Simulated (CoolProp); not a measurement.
Properties of hydrogen chloride at several states (Tc = 324.7 K, pc = 83.14 bar, ω = 0.130).

Values from CoolProp's reference Helmholtz-energy equation of state, Thol 2018.

```
T (K)  p (bar)  phase  density (kg/m³)  cp (kJ/(kg K))  Joule-Thomson coefficient (K/MPa)  isothermal compressibility (1/MPa)  fugacity coefficient
-----  -------  -----  ---------------  --------------  ---------------------------------  ----------------------------------  --------------------
280.5     23.6    gas       (withheld)           1.370                         (withheld)                          (withheld)                0.8338
242.8    0.568    gas            1.033      (withheld)                         (withheld)                               17.72                0.9935
634.3     76.8    gas            54.69      (withheld)                              3.121                              0.1334            (withheld)
621.1     27.8    gas            19.89      (withheld)                              3.625                              0.3642                0.9868
```

Fill in the missing entries.


- 280.5, density (kg/m³): 46.08
- 280.5, Joule-Thomson coefficient (K/MPa): 17.02
- 280.5, isothermal compressibility (1/MPa): 0.5541
- 242.8, cp (kJ/(kg K)): 0.8131
- 242.8, Joule-Thomson coefficient (K/MPa): 27.07
- 634.3, cp (kJ/(kg K)): 0.8813
- 634.3, fugacity coefficient: 0.9687
- 621.1, cp (kJ/(kg K)): 0.8385
